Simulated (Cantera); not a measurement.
Cantera run, input and output.

```python
import numpy as np
import cantera as ct

gas = ct.Solution("gri30.yaml")
gas.TPX = 1100, 500000, {'CH4': 1, 'CO': 0.66, 'O2': 4.85, 'N2': 18.3}
reactor = ct.IdealGasReactor(gas, energy="on", clone=False)
net = ct.ReactorNet([reactor])
net.rtol, net.atol = 1e-08, 1e-16
show = ['CH4', 'CO', 'O2', 'NO2', 'CH2', 'H2O2', 'H2']
times = np.geomspace(1e-06, 0.9, 10)

steps = ct.SolutionArray(gas, extra=["t"])
rows = []
print(f"{'t/s':>10s}{'T/K':>9s}{'P/Pa':>11s}" + "".join(f"{s:>11s}" for s in show))
for t in times:
    while net.time < t:
        t_next = net.step()
        steps.append(gas.state, t=t_next)
    rows.append([np.interp(t, steps.t, y) for y in (steps.T, steps.P, *steps(*show).X.T)])
    print(f"{t:10.3e}{rows[-1][0]:9.1f}{rows[-1][1]:11.4g}" + "".join(f"{x:11.3e}" for x in rows[-1][2:]))
rate = np.gradient(steps.T, steps.t)
print("integrator steps:", len(steps.t))
if steps.T.max() > steps.T[0] + 200:
    print(f"time of steepest temperature rise: {steps.t[rate.argmax()]:.4e} s")
gas.TPX = 1100, 500000, {'CH4': 1, 'CO': 0.66, 'O2': 4.85, 'N2': 18.3}
gas.equilibrate("UV")
print(f"equilibrium (UV): T = {gas.T:.1f} K  " + "  ".join(f"{s} {gas[s].X[0]:.3e}" for s in show))
```

Output:

```
       t/s      T/K       P/Pa        CH4         CO         O2        NO2        CH2       H2O2         H2
 1.000e-06   1100.0      5e+05  4.031e-02  2.660e-02  1.955e-01  6.203e-30  1.630e-19  5.483e-14  8.824e-13
 4.588e-06   1100.0      5e+05  4.031e-02  2.660e-02  1.955e-01  1.123e-27  1.753e-18  1.172e-12  1.439e-11
 2.105e-05   1100.0      5e+05  4.031e-02  2.660e-02  1.955e-01  1.264e-25  1.124e-17  2.412e-11  9.586e-11
 9.655e-05   1100.0      5e+05  4.031e-02  2.660e-02  1.955e-01  1.205e-23  1.103e-16  4.303e-10  7.791e-10
 4.429e-04   1100.0      5e+05  4.031e-02  2.660e-02  1.955e-01  1.080e-21  2.249e-15  4.712e-09  1.198e-08
 2.032e-03   1100.1      5e+05  4.030e-02  2.660e-02  1.955e-01  1.724e-19  3.108e-14  2.330e-08  2.760e-07
 9.322e-03   1100.8  5.004e+05  4.022e-02  2.659e-02  1.954e-01  2.931e-17  8.637e-14  8.185e-08  3.415e-06
 4.276e-02   2386.7  1.073e+06  1.257e-19  1.270e-03  9.937e-02  1.218e-05  2.299e-19  4.467e-07  2.584e-04
 1.962e-01   2370.6  1.065e+06  1.006e-19  1.180e-03  9.616e-02  2.693e-05  1.659e-19  4.223e-07  2.422e-04
 9.000e-01   2370.6  1.065e+06  1.006e-19  1.180e-03  9.616e-02  2.693e-05  1.659e-19  4.223e-07  2.422e-04
integrator steps: 2319
time of steepest temperature rise: 3.6781e-02 s
equilibrium (UV): T = 2370.6 K  CH4 1.511e-19  CO 1.180e-03  O2 9.616e-02  NO2 2.693e-05  CH2 3.224e-19  H2O2 4.223e-07  H2 2.422e-04
```

Computed with Cantera and GRI-Mech 3.0 (53 species, 325 reactions).
